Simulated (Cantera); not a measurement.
An isothermal, constant-pressure homogeneous reactor starts with 1.99 % H2, 76.6 % O2, 21.4 % N2, equivalence ratio 0.013, at 1225 K and 2100 Pa.

Model: the H2/O2 subset of GRI-Mech 3.0, which has no nitrogen chemistry, integrated in Cantera. Radical loss at walls, strong at low pressure, is not modelled.

One state of this run: x H2 = 0.0180; x O2 = 0.764; x H2O = 0.00140; x H = 0.000292; x H2O2 = 1.45e-8. x: mole fraction; the columns are a selection and need not sum to one.

Question: Which value of t (s) does it belong to?
A. 0.00224
B. 0.401
C. 0.000796
D. 0.000282

Answer: A, 0.00224
